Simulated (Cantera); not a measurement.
A Cantera script and its output.

```python
import numpy as np
import cantera as ct

gas = ct.Solution("gri30.yaml")
gas.TPX = 1150, 1000, {'N2O': 1, 'H2': 0.011, 'N2': 3.4}
reactor = ct.IdealGasConstPressureReactor(gas, energy="off", clone=False)
net = ct.ReactorNet([reactor])
net.rtol, net.atol = 1e-08, 1e-18
show = ['N2O', 'H2', 'NO', 'HO2', 'H2O2', 'N2', 'OH']
times = np.geomspace(2e-06, 200, 14)

steps = ct.SolutionArray(gas, extra=["t"])
rows = []
print(f"{'t/s':>10s}{'T/K':>9s}{'P/Pa':>11s}" + "".join(f"{s:>11s}" for s in show))
for t in times:
    while net.time < t:
        t_next = net.step()
        steps.append(gas.state, t=t_next)
    rows.append([np.interp(t, steps.t, y) for y in (steps.T, steps.P, *steps(*show).X.T)])
    print(f"{t:10.3e}{rows[-1][0]:9.1f}{rows[-1][1]:11.4g}" + "".join(f"{x:11.3e}" for x in rows[-1][2:]))
rate = np.gradient(steps.T, steps.t)
print("integrator steps:", len(steps.t))
if steps.T.max() > steps.T[0] + 200:
    print(f"time of steepest temperature rise: {steps.t[rate.argmax()]:.4e} s")
gas.TPX = 1150, 1000, {'N2O': 1, 'H2': 0.011, 'N2': 3.4}
gas.equilibrate("TP")
print(f"equilibrium (TP): T = {gas.T:.1f} K  " + "  ".join(f"{s} {gas[s].X[0]:.3e}" for s in show))
```

It prints:

```
       t/s      T/K       P/Pa        N2O         H2         NO        HO2       H2O2         N2         OH
 2.000e-06   1150.0       1000  2.267e-01  2.494e-03  2.878e-14  2.219e-19  1.357e-26  7.708e-01  6.294e-14
 8.249e-06   1150.0       1000  2.267e-01  2.494e-03  4.865e-13  1.401e-17  2.874e-24  7.708e-01  1.068e-12
 3.403e-05   1150.0       1000  2.267e-01  2.494e-03  8.276e-12  9.918e-16  8.219e-22  7.708e-01  1.843e-11
 1.403e-04   1150.0       1000  2.267e-01  2.494e-03  1.385e-10  7.103e-14  2.387e-19  7.708e-01  3.251e-10
 5.789e-04   1150.0       1000  2.267e-01  2.494e-03  2.234e-09  5.356e-12  7.356e-17  7.708e-01  6.000e-09
 2.388e-03   1150.0       1000  2.267e-01  2.494e-03  3.079e-08  3.735e-10  2.195e-14  7.708e-01  9.540e-08
 9.848e-03   1150.0       1000  2.267e-01  2.491e-03  2.828e-07  1.580e-08  4.305e-12  7.708e-01  8.262e-07
 4.062e-02   1150.0       1000  2.266e-01  2.453e-03  1.925e-06  2.883e-07  4.725e-10  7.708e-01  3.554e-06
 1.675e-01   1150.0       1000  2.262e-01  2.057e-03  1.199e-05  9.862e-07  9.683e-09  7.713e-01  8.100e-06
 6.910e-01   1150.0       1000  2.246e-01  8.123e-04  4.201e-05  1.007e-06  1.007e-08  7.727e-01  7.359e-06
 2.850e+00   1150.0       1000  2.226e-01  8.393e-05  1.260e-04  4.240e-07  1.834e-09  7.741e-01  3.489e-06
 1.176e+01   1150.0       1000  2.175e-01  3.391e-07  4.785e-04  1.258e-07  1.829e-10  7.768e-01  2.727e-06
 4.849e+01   1150.0       1000  1.979e-01  5.607e-09  1.883e-03  3.750e-08  4.410e-11  7.868e-01  3.090e-06
 2.000e+02   1150.0       1000  1.353e-01  6.041e-09  6.379e-03  8.113e-09  3.061e-11  8.191e-01  3.180e-06
integrator steps: 1617
equilibrium (TP): T = 1150.0 K  N2O 7.535e-10  H2 3.055e-10  NO 9.756e-05  HO2 2.049e-10  H2O2 1.069e-12  N2 8.969e-01  OH 5.824e-07
```

Cantera simulation using GRI-Mech 3.0 (53 species, 325 reactions); the numbers are that mechanism's predictions, not measurements. GRI-Mech 3.0 was tuned for natural gas; its chemistry of N2O as a main component is partial and can be far from experiment. Radical loss at walls, strong at low pressure, is not modelled. The mechanism lacks the step 2 NO + O2 → 2 NO2, which can matter for NO2 below about 1400 K. The temperature is held fixed by assumption; the heat of reaction is taken as removed at once.
